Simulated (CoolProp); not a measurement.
R1336mzz(Z) along the isobar 7.25 MPa: fugacity coefficient from the reference equation and from simpler models built on Tc = 444.5 K, pc = 2.904 MPa, ω = 0.386; each cubic takes its own stable root.

The numbers come from the reference Helmholtz-energy equation of state, McLinden 2020 in CoolProp.

```csv
T (K),phase,reference,van der Waals,Redlich-Kwong,Soave-Redlich-Kwong
439.5,liquid,0.3081,0.3812,0.3390,0.3344
445.6,supercritical,0.3304,0.3949,0.3571,0.3581
451.6,supercritical,0.3526,0.4084,0.3748,0.3816
457.7,supercritical,0.3754,0.4221,0.3929,0.4055
463.7,supercritical,0.3980,0.4355,0.4106,0.4291
469.8,supercritical,0.4209,0.4491,0.4284,0.4528
475.8,supercritical,0.4432,0.4624,0.4457,0.4759
481.9,supercritical,0.4657,0.4757,0.4631,0.4989
487.9,supercritical,0.4873,0.4887,0.4800,0.5210
494,supercritical,0.5088,0.5018,0.4968,0.5428
500,supercritical,0.5293,0.5145,0.5129,0.5636
```
